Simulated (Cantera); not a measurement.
A perfectly stirred reactor is fed with C3H8 : O2 : N2 : H2O = 1 : 5.68 : 21.4 : 4.2 (molar parts), at 0.890 bar; it is adiabatic with a 675 K inlet, and is followed from long to short residence time, starting on the burning branch (τ in s: 0.12, 0.063, 0.034, 0.018, 0.0096, 0.0051, 0.0027, 0.0015, 0.00078, 0.00042, 0.00022, 0.00012, 6.3e-05).

Cantera simulation using GRI-Mech 3.0 (53 species, 325 reactions); the numbers are that mechanism's predictions, not measurements. GRI-Mech 3.0 was tuned for natural gas; its chemistry of propane as a main component is partial and can be far from experiment.

x: mole fraction; the columns are a selection and need not sum to one.

```csv
τ (s),T (K),x C3H8,x O2,x H2O,x CO2,x CO,x CH4,x C2H4
0.12,2172,1.49e-7,0.0217,0.241,0.0857,0.00397,2.35e-7,7.41e-7
0.063,2165,2.74e-7,0.0221,0.240,0.0852,0.00448,3.82e-7,1.30e-6
0.034,2155,[?],0.0227,0.239,0.0843,[?],[?],[?]
0.018,2139,8.55e-7,0.0235,0.238,0.0830,0.00641,8.07e-7,3.48e-6
0.0096,2117,1.46e-6,0.0245,0.236,0.0813,0.00795,1.10e-6,5.41e-6
0.0051,2088,2.47e-6,0.0258,0.234,0.0792,0.00986,1.50e-6,8.24e-6
0.0027,2052,4.13e-6,0.0274,0.231,0.0767,0.0121,2.11e-6,1.25e-5
0.0015,2015,6.65e-6,0.0291,0.228,0.0741,0.0144,3.07e-6,1.84e-5
0.00078,1968,1.15e-5,0.0313,0.225,0.0708,0.0173,5.08e-6,2.92e-5
0.00042,1919,1.98e-5,0.0338,0.222,0.0671,0.0205,9.06e-6,4.74e-5
0.00022,1863,[?],[?],0.219,0.0620,[?],[?],[?]
0.00012,1800,7.52e-5,0.0421,0.216,0.0545,0.0315,4.43e-5,0.000175
6.3e-5,1662,0.000287,0.0569,0.213,0.0350,0.0469,0.000260,0.000781
```

Some entries are withheld; supply them.


- 0.034, x C3H8: 4.85e-7
- 0.034, x CO: 0.00525
- 0.034, x CH4: 5.69e-7
- 0.034, x C2H4: 2.16e-6
- 0.00022, x C3H8: 3.72e-5
- 0.00022, x O2: 0.0372
- 0.00022, x CO: 0.0249
- 0.00022, x CH4: 1.88e-5
- 0.00022, x C2H4: 8.59e-5
